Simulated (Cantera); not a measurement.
# Hydrocarbon pyrolysis for carbon deposition

A perfectly stirred reactor is fed with C₂H₆ : N₂ = 1 : 62 (molar parts), at 150000 Pa; it is held at 2023 K, and followed from long to short residence time.

Model: GRI-Mech 3.0 (53 species, 325 reactions), integrated in Cantera. GRI-Mech 3.0 stops at C3 and has no aromatics, soot or wall deposition, so with more carbon than oxygen in the feed, carbon stays in small species such as C2H2 where larger ones or solid carbon would form.

```
τ (s)     x C₂H₆    x C₂H₄  x C₂H₂    x CH₂       x H     x HCN    x H₂
-------  -------  --------  ------  -------  --------  --------  ------
0.56     9.34e-8   4.46e-6  0.0143  4.34e-7  0.000279   0.00198  0.0303
0.24     2.18e-7   5.35e-6  0.0145  6.72e-7  0.000282   0.00142  0.0301
0.11     4.73e-7   7.08e-6  0.0146  1.01e-6  0.000288   0.00102  0.0299
0.046    1.12e-6   1.13e-5  0.0146  1.58e-6  0.000297  0.000700  0.0295
0.020    2.54e-6   2.02e-5  0.0146  2.43e-6  0.000311  0.000494  0.0290
0.0086   5.75e-6   3.92e-5  0.0144  3.78e-6  0.000333  0.000355  0.0284
0.0037   1.29e-5   7.79e-5  0.0141  5.89e-6  0.000366  0.000263  0.0276
0.0016   2.83e-5  0.000153  0.0138  9.15e-6  0.000413  0.000201  0.0267
0.00070  6.10e-5  0.000293  0.0133  1.40e-5  0.000474  0.000156  0.0255
```
x: mole fraction; the columns are a selection and need not sum to one.
